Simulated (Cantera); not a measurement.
What does this Cantera script print?

```python
import numpy as np
import cantera as ct

gas_names = """
    CL SiC2 SiCL2
""".split()
cond_names = """
    C(gr)
""".split()


# ... load() reads the species with a 1 bar reference pressure and builds the phases ...
species = {s.name: s for s in load("nasa_gas.yaml", gas_names) + load("nasa_condensed.yaml", cond_names)}
# Each term lists the table entries of one substance; the one whose range holds T is used.
reactions = {
    '2 Cl(g) + SiC2(g) = 2 C + SiCl2(g)':
        [(-2, ['CL']), (-1, ['SiC2']), (2, ['C(gr)']), (1, ['SiCL2'])],
}


def pick(names, T):
    return next(species[n] for n in names if species[n].thermo.min_temp <= T <= species[n].thermo.max_temp)


results = []
for label, terms in reactions.items():
    print(label)
    print("     T/K   dH/kJ  dS/(J/K)   dG/kJ   log10 K")
    for T in [300, 700, 725, 750, 775, 800]:
        used = [(nu, pick(names, T)) for nu, names in terms]
        dH = sum(nu * s.thermo.h(T) for nu, s in used) / 1e6
        dS = sum(nu * s.thermo.s(T) for nu, s in used) / 1e3
        dG = dH - T * dS / 1e3
        logK = -dG * 1e6 / (ct.gas_constant * T * np.log(10))
        results.append((label, T, dH, dS, dG, logK, [s.name for _, s in used]))
        print(f"{T:8g} {dH:8.1f} {dS:8.1f} {dG:8.1f} {logK:8.2f}")
```

Result:

```
2 Cl(g) + SiC2(g) = 2 C + SiCl2(g)
     T/K   dH/kJ  dS/(J/K)   dG/kJ   log10 K
     300  -1026.3   -274.4   -944.0   164.36
     700  -1031.4   -286.1   -831.2    62.02
     725  -1031.6   -286.3   -824.0    59.37
     750  -1031.7   -286.5   -816.8    56.89
     775  -1031.8   -286.7   -809.7    54.57
     800  -1032.0   -286.8   -802.5    52.40
```

Cantera with NASA thermochemical tables; ideal gases at 1 bar, condensed phases pure. Condensed species are held in their standard states even where they would react or evaporate.
